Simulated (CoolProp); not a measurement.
A closed Brayton cycle with nitrogen: compressor inlet 328.15 K and 5.7 MPa, high pressure 19.8 MPa, turbine inlet 900 K, compressor efficiency 0.89, turbine efficiency 0.85, recuperator effectiveness 0.95 (on enthalpy, no pinch check). Each further row changes one setting.

Values from CoolProp's reference Helmholtz-energy equation of state, Span 2000.

```
case                           thermal efficiency (%)  net work (kJ/kg)  compressor to turbine work  compressor exit (K)  turbine exit (K)
-----------------------------  ----------------------  ----------------  --------------------------  -------------------  ----------------
as stated                                        30.3              80.3                        0.68                487.9             685.0
turbine inlet 850 K                              26.6              66.2                        0.72                487.9             645.1
compressor inlet 338.15 K                        28.4              74.9                        0.70                502.4             685.0
high pressure 16.8 MPa                           32.6              78.0                        0.65                463.5             709.9
recuperator effectiveness 0.5                    22.2              80.3                        0.68                487.9             685.0
```
